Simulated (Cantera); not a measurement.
A freely propagating, adiabatic, planar premixed flame of 19.3 % H2, 16.9 % O2, 63.7 % N2, equivalence ratio 0.57, unburnt at 350 K and 2100 Torr; mixture-averaged transport, grid criteria slope 0.08 and curve 0.16, no radiation.

Detailed kinetics in Cantera: the H2/O2 subset of GRI-Mech 3.0, which has no nitrogen chemistry. The hydrogen kinetics of GRI-Mech 3.0 are dated; newer H2 mechanisms differ, most at raised pressure. Burning velocities carry a grid error of a few per cent, more on coarse grids. Lean hydrogen flames are cellular in practice and burn faster than this planar one.

Question: Predict: laminar burning velocity; thermal thickness; peak x(HO2); peak x(OH); peak x(H).

Answer: 
```
Property                     Result
------------------------  ---------
laminar burning velocity  57.4 cm/s
thermal thickness          0.149 mm
peak x(HO2)                0.000506
peak x(OH)                  0.00457
peak x(H)                   0.00239
```
